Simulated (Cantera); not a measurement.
Charge: 1 mol PbS, 4 mol H2, 3.3 mol N2, at 1825 K and 0.133 bar.

Method: chemical equilibrium by Gibbs-energy minimisation in Cantera with the NASA 1993 tables (ideal gas, pure condensed phases). Candidate condensed phases: Pb, PbS, S; 18 gas species. Rates play no part.

Base state: H2 0.454, N2 0.392, PbS 0.0713, Pb 0.0473, H2S 0.0185, S2 0.0125, SH 0.00352, H 0.000813 (mole fractions); condensed: gas only.

Q: What changes in the equilibrium state with this change: H2 from 4 to 430 mol?

A: 
```tsv
species	before	after
H2	0.454	0.987
N2	0.392	0.00759
Pb	0.0473	0.00215
PbS	0.0713	0.000149
S2	0.0125	2.65e-5
H2S	0.0185	0.00185
S	0.000278	1.28e-5
SH	0.00352	0.000239
H	0.000813	0.00120
```

Q: What changes in the equilibrium state with this change: temperature from 1825 K to 700 K?

A: 
| species | before | after |
|---|---|---|
| H2 | 0.454 | 0.547 |
| N2 | 0.392 | 0.452 |
| NH3 | 7.08e-7 | 0.000340 |
| PbS | 0.0713 | 7.11e-9 |
| S2 | 0.0125 | <1e-9 |
| Pb | 0.0473 | 8.36e-9 |
| H2S | 0.0185 | 0.000196 |
| SH | 0.00352 | <1e-9 |
| H | 0.000813 | <1e-9 |
| S | 0.000278 | <1e-9 |
| Pb(l), mol | 0 | 0.00143 |
| PbS(s), mol | 0 | 0.999 |

Q: What changes in the equilibrium state with this change: pressure from 0.133 bar to 0.300 bar?

A: 
```tsv
species	before	after
H2	0.454	0.453
N2	0.392	0.394
PbS	0.0713	0.0772
Pb	0.0473	0.0420
S2	0.0125	0.00828
H2S	0.0185	0.0225
S	0.000278	0.000151
H	0.000813	0.000541
SH	0.00352	0.00286
```
